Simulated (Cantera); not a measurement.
A perfectly stirred reactor is fed with H₂ : O₂ : N₂ = 1.7 : 1 : 6.5 (molar parts), equivalence ratio 0.85, at 0.493 atm; it is held at 1050 K, and followed from long to short residence time.

Cantera simulation using the H2/O2 subset of GRI-Mech 3.0, which has no nitrogen chemistry; the numbers are that mechanism's predictions, not measurements. The temperature is held fixed by assumption; the heat of reaction is taken as removed at once.

**Question.** Predict: x(H₂) at τ = 0.300 s; x(O₂) at τ = 0.300 s; x(HO₂) at τ = 0.300 s; x(OH) at τ = 0.300 s; x(O) at τ = 0.300 s; x(H₂) at τ = 33.0 ms; x(O₂) at τ = 33.0 ms; x(HO₂) at τ = 33.0 ms; x(OH) at τ = 33.0 ms; x(O) at τ = 33.0 ms.

**Answer.** 
```
Property                 Result
---------------------  --------
x(H₂) at τ = 0.300 s    0.00174
x(O₂) at τ = 0.300 s     0.0188
x(HO₂) at τ = 0.300 s   1.19e-5
x(OH) at τ = 0.300 s    5.80e-5
x(O) at τ = 0.300 s     2.30e-5
x(H₂) at τ = 33.0 ms    0.00544
x(O₂) at τ = 33.0 ms     0.0206
x(HO₂) at τ = 33.0 ms   1.61e-5
x(OH) at τ = 33.0 ms   0.000158
x(O) at τ = 33.0 ms    0.000105
```
